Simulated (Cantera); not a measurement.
## SiHCl3 + HCl + N2 (silicon epitaxy and polysilicon growth)

Feed: 1 mol SiHCl3, 0.32 mol HCl, 61 mol N2, at 1498.15 K.

Method: chemical equilibrium by Gibbs-energy minimisation in Cantera with the NASA 1993 tables (ideal gas, pure condensed phases). Candidate condensed phases: NH4Cl, Si, Si3N4; 28 gas species. N2 is the only nitrogen source here; it is nearly inert below about 1500 K, so the nitride shown seldom forms there in practice. The tables' values for SiCl3 are old estimates; treat these amounts as uncertain. Rates play no part.

```csv
P (Pa),log p N2,log p HCl,log p SiCl2,log p SiCl4,n Si3N4(s)
100,-3.02,-4.71,-4.83,-6.81,0
460,-2.35,-4.07,-4.19,-5.73,0
2100,-1.69,-3.42,-3.60,-4.63,0.0142
9600,-1.03,-2.75,-3.24,-3.47,0.0776
44000,-0.37,-2.08,-3.02,-2.58,0.121
200000,0.29,-1.43,-2.86,-1.83,0.139
```
log p: log10 of the partial pressure in bar; n: condensed amount in mol.

From 1.00 mbar to 4.60 mbar nothing is condensed. From 21.0 mbar to 2.00 bar the condensed part is Si3N4(s). The main Si-bearing gas is SiCl2 at 1.00 mbar and SiCl4 at 2.00 bar.
